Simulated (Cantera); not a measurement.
A closed system holds: 1 mol C3H8, 0.037 mol CO2, 1.7 mol H2, 1.7 mol NH3, held at 652 °C and 12.0 bar.

Equilibrium computed with Cantera from the NASA thermochemical tables; the gas is ideal and each condensed phase is pure. Candidate condensed phases: C, C6H6, C7H8, C8H18, H2O; 136 gas species. Kinetics and transport are ignored.

Base state: CH4 0.447, H2 0.405, N2 0.135, H2O 0.0102, CO 0.00141, NH3 0.00113, CO2 7.20e-5, C2H6 4.28e-5 (mole fractions); condensed: C(graphite).

**Question.** What changes in the equilibrium state with this change: C3H8 replaced by C2H5OH?

**Answer.** 
| species | before | after |
|---|---|---|
| H2 | 0.405 | 0.405 |
| CH4 | 0.447 | 0.300 |
| H2O | 0.0102 | 0.139 |
| CO | 0.00141 | 0.0129 |
| N2 | 0.135 | 0.134 |
| CO2 | 7.20e-5 | 0.00895 |
| C2H6 | 4.28e-5 | 1.92e-5 |
| NH3 | 0.00113 | 0.00112 |
| C(graphite), mol | 0.214 | 0 |
